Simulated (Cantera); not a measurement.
Mixture: CH₄ : O₂ : N₂ = 1 : 1 : 3.76 (molar parts), at 28.0 bar, adiabatic and at constant pressure. Ignition delay is the time to a rise of 400 K.

Detailed kinetics in Cantera: GRI-Mech 3.0 (53 species, 325 reactions). The pressure lies above the range GRI-Mech 3.0 was tuned for (to about 10 atm).

**Question.** What does this change do: pressure from 28.0 bar to 25.0 bar?

**Answer.** 
```json
[
 {"quantity": "delay at 1275 K", "before": "0.888 ms", "after": "1.01 ms"},
 {"quantity": "delay at 1375 K", "before": "0.319 ms", "after": "0.361 ms"},
 {"quantity": "delay at 1475 K", "before": "0.124 ms", "after": "0.139 ms"},
 {"quantity": "delay at 1575 K", "before": "51.0 µs", "after": "56.7 µs"},
 {"quantity": "apparent activation energy between 1525 and 1625 K", "before": "180 kJ/mol", "after": "180 kJ/mol"}
]
```
